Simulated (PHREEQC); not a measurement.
1 kg of water holding 0.0086 mol/kgw K2SO4, 0.0041 mol/kgw MgSO4, 0.27 mol/kgw Na2SO4 and 0.055 mol/kgw NaCl is evaporated at 25 °C; the solids stay in contact with the brine. No CO2 enters from the air. The run lets Arcanite, Bischofite, Bloedite, Brucite, Carnallite, Epsomite, Glaserite, Halite, Hexahydrite, Kainite, Kieserite, Leonite, Mirabilite, Misenite, Schoenite, Sylvite, Thenardite, MgCl2_4H2O precipitate or redissolve, and no other solid.

Model: Pitzer model, pitzer.dat, run in PHREEQC.

```
water left (kg)  ionic strength  water activity  Mirabilite (mol)  Thenardite (mol)  K in solution (mol/kgw)
---------------  --------------  --------------  ----------------  ----------------  -----------------------
1                         0.907           0.987                 0                 0                   0.0172
0.8219                     1.10           0.985                 0                 0                   0.0209
0.6755                     1.34           0.982                 0                 0                   0.0255
0.4563                     1.99           0.974                 0                 0                   0.0377
0.375                      2.42           0.969                 0                 0                   0.0459
0.3082                     2.94           0.963                 0                 0                   0.0558
0.2533                     3.58           0.955                 0                 0                   0.0679
0.1711                     5.30           0.934                 0                 0                    0.101
0.1384                     6.28           0.921            0.0125                 0                    0.124
0.09988                    6.46           0.915            0.0873                 0                    0.172
0.0683                     6.77           0.904             0.148                 0                    0.252
0.0223                     9.41           0.819             0.232                 0                    0.771
0.02053                    9.88           0.805             0.179            0.0559                    0.838
0.02053                    9.88           0.805             0.127             0.108                    0.838
```

Mirabilite from water left = 0.1384 kg; Thenardite from water left = 0.02053 kg.

Species that the database lacks are ignored.
